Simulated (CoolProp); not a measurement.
Vapour-liquid equilibrium of R152A (1) + methanol (2) at 76.75 °C; x and y are mole fractions of (1).

Computed with CoolProp (multi-fluid Helmholtz-energy mixture model, Outcalt 1996 and de Reuck 1993; pair parameters Bell 2016).

```json
[
 {"x": "0.05", "bubble pressure (MPa)": "0.4551", "y at the bubble point": "0.643", "dew pressure at overall composition x (MPa)": "0.1699", "liquid density (mol/L)": "22.24"},
 {"x": "0.15", "bubble pressure (MPa)": "0.8282", "y at the bubble point": "0.802", "dew pressure at overall composition x (MPa)": "0.1900", "liquid density (mol/L)": "20.85"},
 {"x": "0.25", "bubble pressure (MPa)": "1.039", "y at the bubble point": "0.843", "dew pressure at overall composition x (MPa)": "0.2153", "liquid density (mol/L)": "19.53"},
 {"x": "0.35", "bubble pressure (MPa)": "…", "y at the bubble point": "…", "dew pressure at overall composition x (MPa)": "0.2486", "liquid density (mol/L)": "…"},
 {"x": "0.45", "bubble pressure (MPa)": "…", "y at the bubble point": "0.881", "dew pressure at overall composition x (MPa)": "0.2941", "liquid density (mol/L)": "17.11"},
 {"x": "0.55", "bubble pressure (MPa)": "1.413", "y at the bubble point": "…", "dew pressure at overall composition x (MPa)": "0.3602", "liquid density (mol/L)": "15.98"},
 {"x": "0.65", "bubble pressure (MPa)": "1.542", "y at the bubble point": "0.913", "dew pressure at overall composition x (MPa)": "0.4648", "liquid density (mol/L)": "14.90"},
 {"x": "0.75", "bubble pressure (MPa)": "1.691", "y at the bubble point": "0.933", "dew pressure at overall composition x (MPa)": "0.6547", "liquid density (mol/L)": "13.85"},
 {"x": "0.85", "bubble pressure (MPa)": "1.865", "y at the bubble point": "0.957", "dew pressure at overall composition x (MPa)": "1.082", "liquid density (mol/L)": "12.80"},
 {"x": "0.95", "bubble pressure (MPa)": "2.069", "y at the bubble point": "0.984", "dew pressure at overall composition x (MPa)": "1.815", "liquid density (mol/L)": "11.74"}
]
```

Problem. Fill in the missing entries.

Solution. 
- 0.35, bubble pressure (MPa): 1.179
- 0.35, y at the bubble point: 0.864
- 0.35, liquid density (mol/L): 18.29
- 0.45, bubble pressure (MPa): 1.296
- 0.55, y at the bubble point: 0.896

No azeotrope shows between x = 0.05 and 0.95.

The pair parameters rest on a limited set of measurements; away from them the model extrapolates. The gap from Raoult's law changes sign with composition, which may be real or a fault of the pair parameters; it wasn't checked against measurements. With so large a gap from Raoult's law the liquid may split in two, which this calculation doesn't test in full.
